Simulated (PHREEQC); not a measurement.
Consider water at 17 °C with 60 mmol/kgw CuSO4, 80 mmol/kgw HBF4 and 11 mmol/kgw NaCl. Closed to the air; pH follows from the charge balance.

All values are PHREEQC results (ion-association model, wateq4f.dat), not measurements.

No solid was allowed to form.

Problem. Predict the pH.

Solution. pH 1.38.

Problem. In which forms is S present?

Solution. HSO4- 43 %, SO4-2 32 %, CuSO4 24 % of the S.

Real BF4- forms and hydrolyses slowly; the run takes it at equilibrium.
